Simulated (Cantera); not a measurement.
Input (Python, Cantera):

```python
import numpy as np
import cantera as ct

surf = ct.Interface("ptcombust.yaml", "Pt_surf")
gas = surf.adjacent["gas"]
gas.TPX = 300, 5900, {'CH4': 0.034, 'O2': 0.15, 'N2': 0.79}
jet = ct.ImpingingJet(gas=gas, width=0.096, surface=surf)
jet.inlet.mdot, jet.inlet.T, jet.inlet.X = 0.049, 300, {'CH4': 0.034, 'O2': 0.15, 'N2': 0.79}
jet.set_refine_criteria(ratio=10, slope=0.2, curve=0.3)
show, cover = ['CH4', 'O2', 'H2O', 'OH', 'CO', 'CO2'], ["PT(S)", "H(S)", "O(S)", "OH(S)", "CO(S)", "C(S)"]

rows = []
print(f"{'Ts/K':>7s}" + "".join(f"{s:>11s}" for s in show + cover) + "   (gas at the wall, coverages)")
for i, Ts in enumerate([950, 1000, 1050, 1100, 1150, 1200, 1250]):
    jet.surface.T = Ts
    if i == 0:
        surf.TP = Ts, 5900
        surf.coverages = "PT(S):0.5, O(S):0.5"
        surf.advance_coverages(1.0)
        jet.set_initial_guess(products="inlet")
    jet.solve(loglevel=0, auto=(i == 0))
    rows.append([*(jet.X[gas.species_index(s), -1] for s in show), *surf[cover].coverages])
    print(f"{Ts:7g}" + "".join(f"{x:11.3e}" for x in rows[-1]))
```

Result:

```
   Ts/K        CH4         O2        H2O         OH         CO        CO2      PT(S)       H(S)       O(S)      OH(S)      CO(S)       C(S)   (gas at the wall, coverages)
    950  1.626e-02  1.142e-01  3.473e-02  1.198e-07  8.972e-06  2.293e-02  2.869e-01  1.788e-07  7.120e-01  1.111e-03  5.943e-06  2.844e-08
   1000  1.213e-02  1.054e-01  4.229e-02  3.292e-07  9.103e-06  2.798e-02  3.602e-01  3.801e-07  6.387e-01  1.083e-03  4.182e-06  2.614e-08
   1050  9.237e-03  9.932e-02  4.751e-02  7.939e-07  9.297e-06  3.148e-02  4.323e-01  7.119e-07  5.666e-01  1.002e-03  2.923e-06  2.326e-08
   1100  7.253e-03  9.520e-02  5.104e-02  1.729e-06  9.684e-06  3.384e-02  5.018e-01  1.221e-06  4.973e-01  8.994e-04  2.083e-06  2.065e-08
   1150  5.882e-03  9.242e-02  5.340e-02  3.463e-06  1.036e-05  3.542e-02  5.673e-01  1.959e-06  4.319e-01  7.922e-04  1.532e-06  1.855e-08
   1200  4.909e-03  9.056e-02  5.499e-02  6.461e-06  1.138e-05  3.643e-02  6.282e-01  2.991e-06  3.711e-01  6.890e-04  1.166e-06  1.696e-08
   1250  4.216e-03  8.949e-02  5.605e-02  1.135e-05  1.297e-05  3.686e-02  6.836e-01  4.387e-06  3.158e-01  5.940e-04  9.238e-07  1.584e-08
```

Computed with Cantera and Deutschmann's 1995 Pt surface mechanism with GRI-Mech 3.0 gas chemistry. Catalytic surfaces can have several steady states; this one follows from the mechanism file's or the stated starting coverage.
